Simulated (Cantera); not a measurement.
Input (Python, Cantera):

```python
import numpy as np
import cantera as ct

gas = ct.Solution("gri30.yaml")
gas.TPX = 1525, 1333, {'CH4': 0.015, 'H2': 1, 'CO2': 0.021, 'H2O': 0.025}
reactor = ct.IdealGasConstPressureReactor(gas, energy="off", clone=False)
net = ct.ReactorNet([reactor])
net.rtol, net.atol = 1e-08, 1e-18
show = ['CH4', 'H2', 'CO2', 'C2H4', 'C2H2', 'CO', 'C2H']
times = np.geomspace(2e-05, 3, 13)

steps = ct.SolutionArray(gas, extra=["t"])
rows = []
print(f"{'t/s':>10s}{'T/K':>9s}{'P/Pa':>11s}" + "".join(f"{s:>11s}" for s in show))
for t in times:
    while net.time < t:
        t_next = net.step()
        steps.append(gas.state, t=t_next)
    rows.append([np.interp(t, steps.t, y) for y in (steps.T, steps.P, *steps(*show).X.T)])
    print(f"{t:10.3e}{rows[-1][0]:9.1f}{rows[-1][1]:11.4g}" + "".join(f"{x:11.3e}" for x in rows[-1][2:]))
rate = np.gradient(steps.T, steps.t)
print("integrator steps:", len(steps.t))
if steps.T.max() > steps.T[0] + 200:
    print(f"time of steepest temperature rise: {steps.t[rate.argmax()]:.4e} s")
gas.TPX = 1525, 1333, {'CH4': 0.015, 'H2': 1, 'CO2': 0.021, 'H2O': 0.025}
gas.equilibrate("TP")
print(f"equilibrium (TP): T = {gas.T:.1f} K  " + "  ".join(f"{s} {gas[s].X[0]:.3e}" for s in show))
```

Output:

```
       t/s      T/K       P/Pa        CH4         H2        CO2       C2H4       C2H2         CO        C2H
 2.000e-05   1525.0       1333  1.414e-02  9.425e-01  1.979e-02  6.333e-19  5.999e-24  2.819e-12  5.780e-35
 5.400e-05   1525.0       1333  1.414e-02  9.425e-01  1.979e-02  2.003e-17  4.942e-22  2.199e-11  1.459e-32
 1.458e-04   1525.0       1333  1.414e-02  9.425e-01  1.979e-02  4.978e-16  3.586e-20  1.785e-10  3.278e-30
 3.936e-04   1525.0       1333  1.414e-02  9.425e-01  1.979e-02  8.747e-15  1.827e-18  1.440e-09  4.927e-28
 1.063e-03   1525.0       1333  1.414e-02  9.425e-01  1.979e-02  1.501e-13  8.463e-17  1.110e-08  6.402e-26
 2.869e-03   1525.0       1333  1.414e-02  9.425e-01  1.979e-02  2.776e-12  4.240e-15  8.277e-08  8.772e-24
 7.746e-03   1525.0       1333  1.414e-02  9.425e-01  1.979e-02  5.335e-11  2.306e-13  6.088e-07  1.296e-21
 2.091e-02   1525.0       1333  1.414e-02  9.425e-01  1.979e-02  1.040e-09  1.378e-11  4.449e-06  2.089e-19
 5.646e-02   1525.0       1333  1.413e-02  9.425e-01  1.976e-02  2.040e-08  9.736e-10  3.240e-05  3.976e-17
 1.524e-01   1525.0       1333  1.412e-02  9.422e-01  1.956e-02  3.655e-07  8.125e-08  2.330e-04  8.805e-15
 4.116e-01   1525.0       1333  1.409e-02  9.409e-01  1.825e-02  3.398e-06  4.949e-06  1.541e-03  1.279e-12
 1.111e+00   1525.0       1333  1.391e-02  9.356e-01  1.290e-02  7.269e-06  7.497e-05  6.893e-03  2.989e-11
 3.000e+00   1525.0       1333  1.337e-02  9.274e-01  4.435e-03  7.849e-06  3.346e-04  1.536e-02  1.396e-10
integrator steps: 568
equilibrium (TP): T = 1525.0 K  CH4 5.485e-10  H2 9.388e-01  CO2 3.623e-04  C2H4 1.338e-17  C2H2 4.851e-15  CO 3.263e-02  C2H 2.263e-21
```

Detailed kinetics in Cantera: GRI-Mech 3.0 (53 species, 325 reactions). Radical loss at walls, strong at low pressure, is not modelled.
